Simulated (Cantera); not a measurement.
Cantera run:

```python
import numpy as np
import cantera as ct

gas_names = """
    CL CL2 H HCL H2 N NH NH2 NH3 N2 N2H2 N2H4 Si SiCL SiCL2 SiCL3 SiCL4 SiH SiHCL3 SiH2 SiH2CL2 SiH3
    SiH3CL SiH4 SiN Si2 Si2N Si3
""".split()
cond_names = """
    NH4CL(a) NH4CL(b) Si(cr) Si(L) Si3N4(a)
""".split()


# ... load() reads the species with a 1 bar reference pressure and builds the phases ...
atoms = {
    'SiHCl3': {'Si': 1, 'H': 1, 'CL': 3},
    'NH3': {'N': 1, 'H': 3},
    'H2': {'H': 2},
}
top_T = {'Si3N4(a)': 2400}  # K; cautious upper limits of use, not melting points


# ... equilibrate(T, P, feed) seeds the gas with the atoms and calls Mixture.equilibrate('TP', solver="vcs", rtol=1e-11, max_steps=5000) ...
results = []
feed = {'SiHCl3': 1, 'NH3': 5.2, 'H2': 5}  # mol
T = 1098  # K
P = 9000  # Pa
mix = equilibrate(T, P, feed)
results.append((T, P, feed, dict(zip(mix.species_names, mix.species_moles))))
print(gas.report(threshold=0.0001))
for i in range(1, mix.n_phases):
    print(f"{mix.phase(i).name:16s} {mix.phase_moles(i):12.5e} mol")
```

Result:

```
       temperature   1098 K
          pressure   9000 Pa
           density   0.011077 kg/m^3
  mean mol. weight   11.236 kg/kmol
   phase of matter   gas

                          1 kg             1 kmol
                     ---------------   ---------------
          enthalpy         6.347e+05        7.1315e+06  J
   internal energy        -1.778e+05       -1.9977e+06  J
           entropy             18981        2.1327e+05  J/K
    Gibbs function       -2.0206e+07       -2.2704e+08  J
 heat capacity c_p            2781.8             31256  J/K
 heat capacity c_v            2041.8             22942  J/K

                      mass frac. Y      mole frac. X     chem. pot. / RT
                     ---------------   ---------------   ---------------
               HCL           0.57141            0.1761           -38.776
                H2           0.12684           0.70695           -20.498
                N2            0.2895           0.11611            -29.67
             SiCL4           0.01157         0.0007652           -128.82
     [  +24 minor]        0.00068185        6.2383e-05

Si(cr)            0.00000e+00 mol
Si3N4(a)          3.28752e-01 mol
```

Cantera equilibrium calculation (NASA polynomials, part measured and part estimated; ideal gas, pure solids and liquids).
